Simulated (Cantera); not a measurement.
Input: 1 mol Pb, 0.37 mol H2, held at 1500 K and 42.0 mbar.

Equilibrium computed with Cantera from the NASA thermochemical tables; the gas is ideal and each condensed phase is pure. Candidate condensed phases: Pb; 4 gas species. Kinetics and transport are ignored.

Base state: Pb 0.585, H2 0.415, Pb2 0.000245, H 5.53e-5 (mole fractions); condensed: Pb(l).

**Question.** What changes in the equilibrium state with this change: temperature from 1500 K to 1623 K?

**Answer.** 
```json
[
 {"species": "Pb", "before": "0.585", "after": "0.730"},
 {"species": "H2", "before": "0.415", "after": "0.270"},
 {"species": "Pb2", "before": "0.000245", "after": "0.000262"},
 {"species": "H", "before": "5.53e-5", "after": "0.000175"},
 {"species": "Pb(l), mol", "before": "0.478", "after": "0"}
]
```
